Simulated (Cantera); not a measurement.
Input: 1 mol C3H6, 0.91 mol O2, held at 1825 K and 0.460 bar.

These are equilibrium values from Cantera (NASA tables, ideal gas, pure condensed phases), not measurements of a reactor. Candidate condensed phases: C, C6H6, C7H8, C8H18, H2O; 110 gas species. Equilibrium is a limit: real reactors are often held back by kinetics, nucleation or transport.

Base state: H2 0.622, CO 0.378, H 0.000512, C2H2 (acetylene) 0.000134, CH4 0.000126, H2O 2.72e-5 (mole fractions); condensed: C(graphite).

Q: What changes in the equilibrium state with this change: temperature from 1825 K to 1198.15 K?

A: 
```tsv
species	before	after
H2	0.622	0.618
CO	0.378	0.375
H2O	2.72e-5	0.00283
CH4	0.000126	0.00282
H	0.000512	2.21e-7
C2H2 (acetylene)	0.000134	6.13e-8
CO2	4.22e-6	0.00125
C(graphite), mol	1.18	1.19
```

Q: What changes in the equilibrium state with this change: C3H6 replaced by CO?

A: 
| species | before | after |
|---|---|---|
| CO2 | 4.22e-6 | 0.708 |
| O2 | <1e-9 | 0.291 |
| CO | 0.378 | 0.000514 |
| H2 | 0.622 | 0 |
| H | 0.000512 | 0 |
| C2H2 (acetylene) | 0.000134 | 0 |
| CH4 | 0.000126 | 0 |
| O | <1e-9 | 0.000122 |
| H2O | 2.72e-5 | 0 |
| C(graphite), mol | 1.18 | 0 |
